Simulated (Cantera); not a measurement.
## Thermodynamics of halide evaporation, hydrolysis and transport, feed CaF2 + H2 + N2

Feed: 1 mol CaF2, 23 mol H2, 23 mol N2, equilibrated at 0.510 Pa.

Equilibrium computed with Cantera from the NASA thermochemical tables; the gas is ideal and each condensed phase is pure. Candidate condensed phases: Ca, CaF2; 25 gas species. Rates play no part.

From 800 K to 1300 K the condensed part is CaF2(s). From 1400 K to 2100 K nothing is condensed.

```tsv
T (K)	log p H2	log p N2	log p H	log p HF	log p CaF2	log p Ca	log p CaF	n CaF2(s)
800	-5.59	-5.59	-14.33	-15.32	<-17	-15.63	<-17	1.00
900	-5.59	-5.59	-12.73	-13.28	-15.37	-13.59	-15.55	1.00
1000	-5.59	-5.59	-11.44	-11.66	-12.90	-11.97	-13.33	1.000
1100	-5.59	-5.59	-10.38	-10.33	-10.89	-10.66	-11.53	1.000
1200	-5.59	-5.59	-9.50	-9.22	-9.23	-9.59	-10.05	0.992
1300	-5.60	-5.60	-8.75	-8.27	-7.84	-8.72	-8.82	0.838
1400	-5.61	-5.60	-8.12	-7.60	-7.04	-8.10	-8.03	0
1500	-5.61	-5.61	-7.56	-7.30	-7.12	-7.76	-7.82	0
1600	-5.63	-5.61	-7.08	-7.07	-7.27	-7.49	-7.70	0
1700	-5.65	-5.62	-6.66	-6.90	-7.50	-7.29	-7.66	0
1800	-5.70	-5.63	-6.30	-6.81	-7.84	-7.17	-7.72	0
1900	-5.79	-5.66	-6.00	-6.78	-8.26	-7.12	-7.86	0
2000	-5.96	-5.69	-5.77	-6.79	-8.67	-7.11	-8.02	0
2100	-6.23	-5.73	-5.62	-6.81	-8.99	-7.13	-8.16	0
```
log p: log10 of the partial pressure in bar; n: condensed amount in mol.
